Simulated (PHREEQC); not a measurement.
Make-up at 25 °C: 0.033 mol NH4Cl, 0.0012 mol Na2B4O7 and 0.095 mol KCl per kg of water. It is in equilibrium with CO2 at log p = -3.4 (atm). Otherwise closed; pH follows from the charge balance.

Equilibrium calculation in PHREEQC: ion-association model, wateq4f.dat.

| quantity | before | after |
|---|---|---|
| pH | 7.97 | 8.33 |
| H3BO3 (mol/kgw) | 0.00445 | 0.00411 |
| HCO3- (mol/kgw) | 0.000732 | 0.00163 |
| H2BO3- (mol/kgw) | 0.000345 | 0.000695 |
| CO2 (mol/kgw) | 1.32e-5 | 1.33e-5 |
| CO3-2 (mol/kgw) | 7.02e-6 | 3.34e-5 |
| SI of Halite (NaCl) | -5.34 | -5.45 |
| SI of Nahcolite (NaHCO3) | -5.43 | -5.07 |

### Question
Which change was made?
A) NH4Cl from 0.033 to 0.0495 mol/kgw
B) temperature from 25 to 60 °C
C) NH4Cl left out
D) temperature from 25 to 80 °C

### Answer
C, NH4Cl left out

This is a speciation only: nothing precipitates in the calculation.
